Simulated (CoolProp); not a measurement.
Properties of sulfur hexafluoride along the isotherm 309.3 K.

The numbers come from the reference Helmholtz-energy equation of state, Guder 2009 in CoolProp.

```csv
p (kPa),phase,density (kg/m³),cp (kJ/(kg K)),Joule-Thomson coefficient (K/MPa),viscosity (µPa s)
59.4,gas,3.393,0.6845,8.374,15.7
89.6,gas,5.134,0.6857,8.405,15.7
135,gas,7.771,0.6875,8.453,15.7
204,gas,11.83,0.6903,8.528,15.7
308,gas,18.05,0.6948,8.644,15.8
464,gas,27.66,0.7021,8.829,15.8
700,gas,42.87,0.7147,9.132,15.9
1060,gas,67.94,0.7384,9.662,16.1
1590,gas,110.2,0.7897,10.64,16.5
2400,gas,197.2,0.9695,13.00,17.7
3620,liquid,1244,1.495,1.772,97.4
5470,liquid,1336,1.210,0.8655,116
8250,liquid,1411,1.090,0.4253,135
12400,liquid,1483,1.019,0.1515,157
18800,liquid,1557,0.9693,-0.03918,186
```

Viscosity comes from a separate model (Quiñones-Cisneros 2012).
